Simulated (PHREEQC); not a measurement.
2 g of hydrous ferric oxide (600 m²/g; 0.2 weak and 0.005 strong sites per Fe, Dzombak-Morel constants, diffuse double layer) in 1 kg of water with 0.1 mol/kgw of an inert sodium salt, at 25 °C; the pH is set by adding NaOH or the inert anion's acid. O2 is buffered at 0.21 atm. CO2 from the air is kept out. Precipitation was switched off in this run.

Model: ion-association model, wateq4f.dat, run in PHREEQC.

Task: Predict surface charge σ (C/m²) at pH = 6.33, 7.67, 10.33.

Result: 
| pH | surface charge σ (C/m²) |
|---|---|
| 6.33 | 0.086 |
| 7.67 | 0.016 |
| 10.33 | -0.121 |

Species that the database lacks are ignored. The oxide is taken as insoluble; below pH 4 it would dissolve.
